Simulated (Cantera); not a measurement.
What does this Cantera script print?

```python
import numpy as np
import cantera as ct

gas_names = """
    CL CLO CL2 H HCL HOCL HO2 H2 H2O H2O2 Mg MgCL MgCL2 MgH MgO MgOH MgO2H2 Mg2 O OH O2 O3
""".split()
cond_names = """
    H2O(s) H2O(L) Mg(cr) Mg(L) MgCL2(s) MgCL2(L) MgO(s) MgO(L) MgO2H2(s)
""".split()


# ... load() reads the species with a 1 bar reference pressure and builds the phases ...
atoms = {
    'MgO': {'Mg': 1, 'O': 1},
    'Cl2': {'CL': 2},
    'H2': {'H': 2},
}
top_T = {}  # K; cautious upper limits of use, not melting points


# ... equilibrate(T, P, feed) seeds the gas with the atoms and calls Mixture.equilibrate('TP', solver="vcs", rtol=1e-11, max_steps=5000) ...
results = []
feed = {'MgO': 1, 'Cl2': 0.21, 'H2': 0.51}  # mol
P = 100000  # Pa
for T in [1100, 1150, 1200, 1250, 1300, 1350, 1400, 1450, 1500, 1550]:
    mix = equilibrate(T, P, feed)
    results.append((T, P, feed, dict(zip(mix.species_names, mix.species_moles))))

top = {s: max(r[3][s] / sum(r[3][g] for g in gas_names) for r in results) for s in gas_names}
cols = sorted((s for s in top if top[s] > 0.001), key=lambda s: -top[s])[:5]
seen = [c for c in cond_names if any(r[3].get(c, 0) > 1e-12 for r in results)]
print("log10 of partial pressures in bar; condensed amounts in mol")
print(f"{'T/K':>10s}" + "".join(f"{s[:9]:>10s}" for s in cols + seen))
for T, P, feed, n in results:
    ng = sum(n[g] for g in gas_names)
    print(f"{T:10.4g}" + "".join(f"{np.log10(max(n[s] / ng * P / 1e5, 1e-99)):10.3f}" for s in cols)
          + "".join(f"{n.get(c, 0):10.4g}" for c in seen))
```

It prints:

```
log10 of partial pressures in bar; condensed amounts in mol
       T/K       HCL        H2       H2O     MgCL2  MgCL2(L)    MgO(s)
      1100    -0.254    -0.373    -1.738    -2.814   0.01185    0.9871
      1150    -0.252    -0.375    -1.826    -2.425  0.007956    0.9894
      1200    -0.251    -0.379    -1.908    -2.071  0.002775    0.9911
      1250    -0.255    -0.380    -1.869    -1.869         0    0.9903
      1300    -0.261    -0.380    -1.761    -1.761         0    0.9875
      1350    -0.268    -0.380    -1.663    -1.663         0    0.9844
      1400    -0.276    -0.380    -1.574    -1.574         0    0.9808
      1450    -0.285    -0.380    -1.493    -1.493         0    0.9769
      1500    -0.295    -0.380    -1.420    -1.420         0    0.9726
      1550    -0.306    -0.380    -1.353    -1.353         0     0.968
```

Method: chemical equilibrium by Gibbs-energy minimisation in Cantera with the NASA 1993 tables (ideal gas, pure condensed phases). Mutual solubility and eutectic melting of coexisting phases are not modelled.
